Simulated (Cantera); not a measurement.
Feed: 1 mol CuO, 4.5 mol C, 13 mol N₂, at 1975 K and 55.0 mbar.

These are equilibrium values from Cantera (NASA tables, ideal gas, pure condensed phases), not measurements of a reactor. Candidate condensed phases: C, Cu, CuO, Cu₂O; 27 gas species. Rates play no part.

Base state: N₂ 0.871, CO 0.0670, Cu 0.0619, Cu₂ 0.000234 (mole fractions); condensed: C(graphite) + Cu(l).

### Question
What changes in the equilibrium state with this change: CuO replaced by PbO?

### Answer
```
species             before   after
----------------  --------  ------
N₂                   0.871   0.867
CO                  0.0670  0.0667
Pb                       0  0.0667
Cu                  0.0619       0
Cu₂               0.000234       0
C(graphite), mol      3.50    3.50
Cu(l), mol          0.0695       0
```
Further candidate phases: Pb, PbO, PbO₂, Pb₃O₄.
